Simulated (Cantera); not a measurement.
A freely propagating, adiabatic, planar premixed flame of 12.2 % CH₄, 20.4 % O₂, 67.3 % N₂, equivalence ratio 1.2, unburnt at 425 K and 3750 Torr; mixture-averaged transport, grid criteria slope 0.08 and curve 0.16, no radiation.

Cantera simulation using GRI-Mech 3.0 (53 species, 325 reactions); the numbers are that mechanism's predictions, not measurements. Burning velocities carry a grid error of a few per cent, more on coarse grids.

**Question.** Predict: laminar burning velocity; thermal thickness; peak x(H); peak x(HCO); peak x(C₂H₆); peak x(C₂H₂).

**Answer.** laminar burning velocity: 42.9 cm/s
thermal thickness: 0.111 mm
peak x(H): 0.00497
peak x(HCO): 2.57e-5
peak x(C₂H₆): 0.00124
peak x(C₂H₂): 0.000778
